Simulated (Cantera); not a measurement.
Cantera run, input and output.

```python
import numpy as np
import cantera as ct

gas = ct.Solution("gri30.yaml")
gas.TPX = 475, 69000, {'CH4': 1, 'H2': 0.036, 'O2': 1.35, 'N2': 5.07, 'H2O': 0.23}
inlet = ct.Reservoir(gas, clone=True)
gas.equilibrate("HP")  # start burning
reactor = ct.IdealGasConstPressureReactor(gas, energy="on", clone=False)
exhaust = ct.Reservoir(gas, clone=True)
tau = [0.038, 0.016, 0.0069, 0.0029, 0.0012, 0.00053, 0.00023, 9.6e-05, 4.1e-05, 1.7e-05][0]
for a, b in ((inlet, reactor), (reactor, exhaust)):
    ct.MassFlowController(a, b, mdot=lambda t: reactor.mass / tau)
net = ct.ReactorNet([reactor])
show = ['CH4', 'H2', 'O2', 'CH2O', 'C2H2', 'NO']

rows = []
print(f"{'tau/s':>10s}{'T/K':>9s}" + "".join(f"{s:>11s}" for s in show))
for tau in [0.038, 0.016, 0.0069, 0.0029, 0.0012, 0.00053, 0.00023, 9.6e-05, 4.1e-05, 1.7e-05]:
    net.initial_time = 0.0
    net.advance(30 * tau)
    before = gas.X
    net.advance(40 * tau)
    drift = np.max(np.abs(gas.X - before) / (gas.X + 1e-9))
    rows.append([gas.T, *gas[show].X, drift])
    print(f"{tau:10.3e}{gas.T:9.1f}" + "".join(f"{x:11.3e}" for x in gas[show].X))
```

Output:

```
     tau/s      T/K        CH4         H2         O2       CH2O       C2H2         NO
 3.800e-02   1983.7  7.384e-04  7.809e-02  3.713e-04  7.837e-06  2.315e-04  1.198e-04
 1.600e-02   1979.0  1.027e-03  7.664e-02  7.175e-04  1.423e-05  4.177e-04  1.143e-04
 6.900e-03   1970.5  1.381e-03  7.491e-02  1.347e-03  2.492e-05  6.533e-04  9.944e-05
 2.900e-03   1954.5  1.944e-03  7.261e-02  2.635e-03  4.468e-05  9.652e-04  7.477e-05
 1.200e-03   1920.2  3.135e-03  6.929e-02  5.674e-03  8.550e-05  1.394e-03  4.340e-05
 5.300e-04    475.0  1.301e-01  4.684e-03  1.756e-01 -3.611e-17 -5.029e-17 -2.733e-19
 2.300e-04    475.0  1.301e-01  4.684e-03  1.756e-01 -5.501e-23 -7.657e-23 -4.155e-25
 9.600e-05    475.0  1.301e-01  4.684e-03  1.756e-01 -3.475e-24 -4.837e-24 -2.625e-26
 4.100e-05    475.0  1.301e-01  4.684e-03  1.756e-01 -2.195e-25 -3.055e-25 -1.658e-27
 1.700e-05    475.0  1.301e-01  4.684e-03  1.756e-01 -1.387e-26 -1.930e-26 -1.047e-28
```

Cantera simulation using GRI-Mech 3.0 (53 species, 325 reactions); the numbers are that mechanism's predictions, not measurements.
